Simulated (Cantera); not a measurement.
Feed: 1 mol Si(CH₃)₄, 3.1 mol H₂, 0.3 mol C₂H₄, held at 2423.15 K and 28.0 mbar.

Method: chemical equilibrium by Gibbs-energy minimisation in Cantera with the NASA 1993 tables (ideal gas, pure condensed phases). Candidate condensed phases: C, C₆H₆, C₇H₈, C₈H₁₈, Si, SiC; 87 gas species. Gases not in the tables: Si₂H₆ and higher silanes. Kinetics and transport are ignored.

Base state: H₂ 0.869, H 0.0988, Si 0.0186, C₂H₂ (acetylene) 0.00673, SiC₂ 0.00384, Si₂C 0.00217, SiH 0.000866, SiH₂ 0.000133 (mole fractions); condensed: C(graphite) + SiC(s).

Problem. What changes in the equilibrium state with this change: temperature from 2423.15 K to 1198 K?

Solution. 
| species | before | after |
|---|---|---|
| H₂ | 0.869 | 1.000 |
| CH₄ | 3.60e-6 | 0.000449 |
| H | 0.0988 | 1.14e-6 |
| Si | 0.0186 | <1e-9 |
| SiC₂ | 0.00384 | <1e-9 |
| Si₂C | 0.00217 | <1e-9 |
| SiH | 0.000866 | <1e-9 |
| SiH₂ | 0.000133 | <1e-9 |
| Si₂ | 8.79e-5 | <1e-9 |
| C(graphite), mol | 3.65 | 3.60 |
| SiC(s), mol | 0.707 | 1.00 |
